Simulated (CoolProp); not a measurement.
The fluid at 293.15 K and 1.8 MPa flows at 0.18 m/s in a round tube of 10 mm bore and 15 µm roughness, fully developed (64/Re and Nu = 3.66 if laminar; Colebrook and Gnielinski if turbulent). The same conditions are run with several fluids, on thermodynamics alone (safety and materials aside).

Model: reference Helmholtz-energy equation of state of each fluid (propylene: Lemmon 2013; R227EA: Lemmon 2016; ethanol: Schroeder 2014), in CoolProp.

### Question
Rank propylene, R227EA, ethanol by Reynolds number, highest first.

### Answer
R227EA (9640), propylene (9220), ethanol (1180)

```tsv
fluid	Darcy friction factor	pressure drop (Pa/m)	heat-transfer coefficient (W/(m² K))	mass flow (kg/h)
propylene	0.0337	28.2	564	26.3
R227EA	0.0334	76.7	431	72.2
ethanol	0.0542	69.5	60.5	40.3
```

Transport values come from each fluid's own correlations; those of propylene, R227EA are estimates that may be off by 10 % or more.
